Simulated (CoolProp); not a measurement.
Dodecamethylpentasiloxane (MD3M) along the isobar 1040 kPa: fugacity coefficient from the reference equation and from simpler models built on Tc = 354.9 °C, pc = 954.0 kPa, ω = 0.730; each cubic takes its own stable root.

Computed with CoolProp (reference Helmholtz-energy equation of state, Thol 2019).

```csv
T (°C),phase,reference
42.05,liquid,3.255e-5
65.45,liquid,0.0001776
88.95,liquid,0.0007322
112.35,liquid,0.002388
135.85,liquid,0.006507
159.25,liquid,0.01519
182.75,liquid,0.03143
206.15,liquid,0.05845
229.65,liquid,0.09984
253.05,liquid,0.1580
276.55,liquid,0.2349
299.95,liquid,0.3298
323.45,liquid,0.4408
346.85,liquid,0.5609
```

Question: How far does each simpler model (van der Waals, Redlich-Kwong) lie from the reference over these 14 states: mean and median of the absolute difference, and the worst?

Answer: 
- van der Waals: mean 11116.5 %, median 506.3 %, worst +106105.8 % at 42.05 °C and 1040 kPa
- Redlich-Kwong: mean 1194.3 %, median 222.5 %, worst +8231.8 % at 42.05 °C and 1040 kPa
